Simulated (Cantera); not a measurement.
A Cantera script and what it prints.

```python
import numpy as np
import cantera as ct

gas_names = """
    H HO2 H2 H2O H2O2 O OH O2 O3 Pb PbO Pb2
""".split()
cond_names = """
    H2O(s) H2O(L) Pb(cr) Pb(L) PbO(rd) PbO(yw) PbO(L) PbO2(s) Pb3O4(s)
""".split()


# ... load() reads the species with a 1 bar reference pressure and builds the phases ...
atoms = {
    'PbO': {'Pb': 1, 'O': 1},
    'O2': {'O': 2},
    'H2': {'H': 2},
}
top_T = {'Pb3O4(s)': 820}  # K; cautious upper limits of use, not melting points


# ... equilibrate(T, P, feed) seeds the gas with the atoms and calls Mixture.equilibrate('TP', solver="vcs", rtol=1e-11, max_steps=5000) ...
results = []
feed = {'PbO': 1, 'O2': 0.72, 'H2': 0.31}  # mol
P = 1333.22  # Pa
for T in [623, 648, 673, 698, 723, 748, 773, 798, 823, 848, 873, 898]:
    mix = equilibrate(T, P, feed)
    results.append((T, P, feed, dict(zip(mix.species_names, mix.species_moles))))
    x = sorted(zip(gas.X, gas.species_names), reverse=True)
    print(f"T = {T:g} K  P = {P:g} Pa  gas = {mix.phase_moles(0):.4g} mol")
    print("   x: " + "  ".join(f"{s} {v:.3e}" for v, s in x if v > 0.0001))
    print("   condensed (mol): " + ("  ".join(f"{mix.phase(i).name} {mix.phase_moles(i):.4g}"
          for i in range(1, mix.n_phases) if mix.phase_moles(i) > 1e-12) or "none"))
```

Result:

```
T = 623 K  P = 1333.22 Pa  gas = 0.875 mol
   x: O2 6.457e-01  H2O 3.543e-01
   condensed (mol): PbO(rd) 1
T = 648 K  P = 1333.22 Pa  gas = 0.875 mol
   x: O2 6.457e-01  H2O 3.543e-01
   condensed (mol): PbO(rd) 1
T = 673 K  P = 1333.22 Pa  gas = 0.875 mol
   x: O2 6.457e-01  H2O 3.543e-01
   condensed (mol): PbO(rd) 1
T = 698 K  P = 1333.22 Pa  gas = 0.875 mol
   x: O2 6.457e-01  H2O 3.543e-01
   condensed (mol): PbO(rd) 1
T = 723 K  P = 1333.22 Pa  gas = 0.875 mol
   x: O2 6.457e-01  H2O 3.543e-01
   condensed (mol): PbO(rd) 1
T = 748 K  P = 1333.22 Pa  gas = 0.875 mol
   x: O2 6.457e-01  H2O 3.543e-01
   condensed (mol): PbO(rd) 1
T = 773 K  P = 1333.22 Pa  gas = 0.875 mol
   x: O2 6.457e-01  H2O 3.543e-01
   condensed (mol): PbO(yw) 1
T = 798 K  P = 1333.22 Pa  gas = 0.875 mol
   x: O2 6.457e-01  H2O 3.543e-01
   condensed (mol): PbO(yw) 1
T = 823 K  P = 1333.22 Pa  gas = 0.875 mol
   x: O2 6.457e-01  H2O 3.543e-01
   condensed (mol): PbO(yw) 1
T = 848 K  P = 1333.22 Pa  gas = 0.875 mol
   x: O2 6.457e-01  H2O 3.543e-01
   condensed (mol): PbO(yw) 1
T = 873 K  P = 1333.22 Pa  gas = 0.875 mol
   x: O2 6.457e-01  H2O 3.543e-01
   condensed (mol): PbO(yw) 1
T = 898 K  P = 1333.22 Pa  gas = 0.875 mol
   x: O2 6.457e-01  H2O 3.543e-01
   condensed (mol): PbO(yw) 1
```

Method: chemical equilibrium by Gibbs-energy minimisation in Cantera with the NASA 1993 tables (ideal gas, pure condensed phases).
